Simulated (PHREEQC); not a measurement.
A solution holds 0.0064 mol/kgw KH2PO4 and 0.0027 mol/kgw Na2CO3, at 30 °C. Closed to the air; pH follows from the charge balance.

Computed with PHREEQC (ion-association model, wateq4f.dat).

Each row changes one thing in this solution. This is a speciation only: nothing precipitates in the calculation.

```
case                                              pH  ionic strength (mol/kgw)  HCO3- (mol/kgw)  CO2 (mol/kgw)  CO3-2 (mol/kgw)
---------------------------------------------  -----  ------------------------  ---------------  -------------  ---------------
as made                                         7.01                    0.0148          0.00227       0.000419          1.71e-6
Na2CO3 replaced by KHCO3 at the same molality   6.40                    0.0102          0.00153        0.00117          2.71e-7
KH2PO4 left out                                10.62                   0.00710         0.000665        3.08e-8          0.00187
diluted 2-fold with water                       7.05                   0.00742          0.00115       0.000200          8.60e-7
diluted 10-fold with water                      7.10                   0.00149         0.000232        3.74e-5          1.73e-7
KH2PO4 from 0.0064 to 0.0032 mol/kgw            7.84                    0.0113          0.00261        7.15e-5          1.29e-5
```

H3PO4, which wateq4f.dat lacks, is added to it with the constant of phreeqc.dat.
